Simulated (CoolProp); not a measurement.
Vapour-liquid equilibrium of CH2F2 (R32) (1) + R123 (2) at 0.13 MPa; x and y are mole fractions of (1).

The numbers come from the multi-fluid Helmholtz-energy mixture model, Tillner-Roth 1997 and Younglove 1994; pair parameters Bell 2016 in CoolProp.

```json
[
 {"x": "0.05", "bubble temperature (°C)": "13.0", "y at the bubble point": "[?]", "dew temperature at overall composition x (°C)": "33.4", "liquid density (mol/L)": "10.04"},
 {"x": "0.125", "bubble temperature (°C)": "-7.4", "y at the bubble point": "0.835", "dew temperature at overall composition x (°C)": "31.1", "liquid density (mol/L)": "[?]"},
 {"x": "0.2", "bubble temperature (°C)": "-18.9", "y at the bubble point": "[?]", "dew temperature at overall composition x (°C)": "28.6", "liquid density (mol/L)": "11.55"},
 {"x": "0.275", "bubble temperature (°C)": "-26.1", "y at the bubble point": "0.947", "dew temperature at overall composition x (°C)": "25.9", "liquid density (mol/L)": "12.25"},
 {"x": "0.35", "bubble temperature (°C)": "-30.8", "y at the bubble point": "0.963", "dew temperature at overall composition x (°C)": "23.0", "liquid density (mol/L)": "12.97"},
 {"x": "0.425", "bubble temperature (°C)": "-34.1", "y at the bubble point": "0.972", "dew temperature at overall composition x (°C)": "19.9", "liquid density (mol/L)": "13.72"},
 {"x": "0.5", "bubble temperature (°C)": "-36.6", "y at the bubble point": "0.978", "dew temperature at overall composition x (°C)": "16.4", "liquid density (mol/L)": "14.54"},
 {"x": "0.575", "bubble temperature (°C)": "-38.5", "y at the bubble point": "0.982", "dew temperature at overall composition x (°C)": "12.5", "liquid density (mol/L)": "15.43"},
 {"x": "0.65", "bubble temperature (°C)": "-40.1", "y at the bubble point": "0.985", "dew temperature at overall composition x (°C)": "8.1", "liquid density (mol/L)": "16.41"},
 {"x": "0.725", "bubble temperature (°C)": "-41.5", "y at the bubble point": "0.988", "dew temperature at overall composition x (°C)": "2.8", "liquid density (mol/L)": "17.51"},
 {"x": "0.8", "bubble temperature (°C)": "-42.8", "y at the bubble point": "0.991", "dew temperature at overall composition x (°C)": "[?]", "liquid density (mol/L)": "18.75"},
 {"x": "0.875", "bubble temperature (°C)": "-44.2", "y at the bubble point": "0.994", "dew temperature at overall composition x (°C)": "-12.5", "liquid density (mol/L)": "20.17"},
 {"x": "0.95", "bubble temperature (°C)": "[?]", "y at the bubble point": "0.998", "dew temperature at overall composition x (°C)": "-27.0", "liquid density (mol/L)": "[?]"}
]
```

Fill in the missing entries.


- 0.05, y at the bubble point: 0.566
- 0.125, liquid density (mol/L): 10.84
- 0.2, y at the bubble point: 0.915
- 0.8, dew temperature at overall composition x (°C): -3.7
- 0.95, bubble temperature (°C): -45.6
- 0.95, liquid density (mol/L): 21.81

No azeotrope shows between x = 0.05 and 0.95.

The pair parameters rest on a limited set of measurements; away from them the model extrapolates.
